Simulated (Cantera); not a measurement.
Cantera run:

```python
import numpy as np
import cantera as ct

gas_names = """
    B BF BF2 BF3 BH BHF2 BH2 BH3 BO BOF BOF2 BO2 B2 B2O B2O2 B2O3 B3O3F3 B3O3H3 F FO FO2 F2 F2O H HBO
    HBO2 HF HOF HO2 H2 H2F2 H2O H2O2 H3B3O6 H3F3 H4F4 H5F5 H6F6 H7F7 O OH O2 O3
""".split()
cond_names = """
    B(b) B(L) B2O3(L) B3O3H3(cr) H2O(s) H2O(L)
""".split()


# ... load() reads the species with a 1 bar reference pressure and builds the phases ...
atoms = {
    'BF3': {'B': 1, 'F': 3},
    'H2': {'H': 2},
    'H2O': {'H': 2, 'O': 1},
}
top_T = {}  # K; cautious upper limits of use, not melting points


# ... equilibrate(T, P, feed) seeds the gas with the atoms and calls Mixture.equilibrate('TP', solver="vcs", rtol=1e-11, max_steps=5000) ...
results = []
P = 1333.22  # Pa
for T in [1098, 1198, 1298, 1398, 1498, 1598, 1698, 1798, 1898, 1998, 2098, 2198, 2298, 2398]:
    for m in [0.48, 0.79, 1.3, 2.1, 3.5, 5.7, 9.3, 15]:
        feed = {'BF3': 1, 'H2': 1.4, 'H2O': m}  # mol
        mix = equilibrate(T, P, feed)
        results.append((T, P, feed, dict(zip(mix.species_names, mix.species_moles))))

for T, P, feed, n in results:
    print(f"{T:7g} {feed['H2O']:10.4g}  " + (" + ".join(c for c in cond_names if n.get(c, 0) > 1e-12) or "gas only"))
```

Result:

```
   1098       0.48  B2O3(L)
   1098       0.79  B2O3(L)
   1098        1.3  B2O3(L)
   1098        2.1  B2O3(L)
   1098        3.5  B2O3(L)
   1098        5.7  B2O3(L)
   1098        9.3  B2O3(L)
   1098         15  B2O3(L)
   1198       0.48  gas only
   1198       0.79  B2O3(L)
   1198        1.3  B2O3(L)
   1198        2.1  B2O3(L)
   1198        3.5  B2O3(L)
   1198        5.7  B2O3(L)
   1198        9.3  B2O3(L)
   1198         15  B2O3(L)
   1298       0.48  gas only
   1298       0.79  gas only
   1298        1.3  B2O3(L)
   1298        2.1  B2O3(L)
   1298        3.5  B2O3(L)
   1298        5.7  B2O3(L)
   1298        9.3  B2O3(L)
   1298         15  B2O3(L)
   1398       0.48  gas only
   1398       0.79  gas only
   1398        1.3  gas only
   1398        2.1  gas only
   1398        3.5  gas only
   1398        5.7  gas only
   1398        9.3  gas only
   1398         15  gas only
   1498       0.48  gas only
   1498       0.79  gas only
   1498        1.3  gas only
   1498        2.1  gas only
   1498        3.5  gas only
   1498        5.7  gas only
   1498        9.3  gas only
   1498         15  gas only
   1598       0.48  gas only
   1598       0.79  gas only
   1598        1.3  gas only
   1598        2.1  gas only
   1598        3.5  gas only
   1598        5.7  gas only
   1598        9.3  gas only
   1598         15  gas only
   1698       0.48  gas only
   1698       0.79  gas only
   1698        1.3  gas only
   1698        2.1  gas only
   1698        3.5  gas only
   1698        5.7  gas only
   1698        9.3  gas only
   1698         15  gas only
   1798       0.48  gas only
   1798       0.79  gas only
   1798        1.3  gas only
   1798        2.1  gas only
   1798        3.5  gas only
   1798        5.7  gas only
   1798        9.3  gas only
   1798         15  gas only
   1898       0.48  gas only
   1898       0.79  gas only
   1898        1.3  gas only
   1898        2.1  gas only
   1898        3.5  gas only
   1898        5.7  gas only
   1898        9.3  gas only
   1898         15  gas only
   1998       0.48  gas only
   1998       0.79  gas only
   1998        1.3  gas only
   1998        2.1  gas only
   1998        3.5  gas only
   1998        5.7  gas only
   1998        9.3  gas only
   1998         15  gas only
   2098       0.48  gas only
   2098       0.79  gas only
   2098        1.3  gas only
   2098        2.1  gas only
   2098        3.5  gas only
   2098        5.7  gas only
   2098        9.3  gas only
   2098         15  gas only
   2198       0.48  gas only
   2198       0.79  gas only
   2198        1.3  gas only
   2198        2.1  gas only
   2198        3.5  gas only
   2198        5.7  gas only
   2198        9.3  gas only
   2198         15  gas only
   2298       0.48  gas only
   2298       0.79  gas only
   2298        1.3  gas only
   2298        2.1  gas only
   2298        3.5  gas only
   2298        5.7  gas only
   2298        9.3  gas only
   2298         15  gas only
   2398       0.48  gas only
   2398       0.79  gas only
   2398        1.3  gas only
   2398        2.1  gas only
   2398        3.5  gas only
   2398        5.7  gas only
   2398        9.3  gas only
   2398         15  gas only
```

Cantera equilibrium calculation (NASA polynomials, part measured and part estimated; ideal gas, pure solids and liquids). The tables' values for BF2 are old estimates. Gases not in the tables: H3BO3.
